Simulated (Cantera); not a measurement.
A closed system holds: 1 mol Fe, 0.028 mol Cl2, 0.75 mol N2, held at 6400 Pa.

These are equilibrium values from Cantera (NASA tables, ideal gas, pure condensed phases), not measurements of a reactor. Candidate condensed phases: Fe, FeCl2, FeCl3; 10 gas species. The numbers say what is thermodynamically allowed, not how fast it happens.

x: gas mole fraction; n: condensed amount in mol.

```
T (°C)   x N2  x FeCl2  x Fe2Cl4  x FeCl3     x Cl    x Fe  n Fe(α)  n Fe(γ)
------  -----  -------  --------  -------  -------  ------  -------  -------
677     0.966   0.0323   0.00188  6.75e-6  1.02e-9  <1e-12    0.972        0
727     0.965   0.0343  0.000858  5.86e-6  3.69e-9  <1e-12    0.972        0
777     0.964   0.0352  0.000399  4.96e-6  1.17e-8     ___    0.972        0
827     0.964   0.0356  0.000194  4.21e-6  3.33e-8     ___    0.972        0
877     0.964   0.0358  0.000100  3.60e-6  8.68e-8     ___    0.972        0
927     0.964   0.0359   5.42e-5  3.12e-6  2.09e-7     ___        0    0.972
977     0.964   0.0359   3.09e-5  2.74e-6  4.71e-7     ___        0    0.972
1027    0.964   0.0359   1.84e-5  2.43e-6  9.97e-7     ___        0    0.972
1077    0.964   0.0360   1.13e-5  2.18e-6  2.00e-6     ___        0    0.972
1127    0.964   0.0360   7.27e-6  1.96e-6  3.82e-6     ___        0    0.972
```

**Question.** What belongs in the gaps?

**Answer.** 
- 777, x Fe: 2.39e-12
- 827, x Fe: 1.97e-11
- 877, x Fe: 1.34e-10
- 927, x Fe: 7.75e-10
- 977, x Fe: 3.87e-9
- 1027, x Fe: 1.71e-8
- 1077, x Fe: 6.72e-8
- 1127, x Fe: 2.39e-7
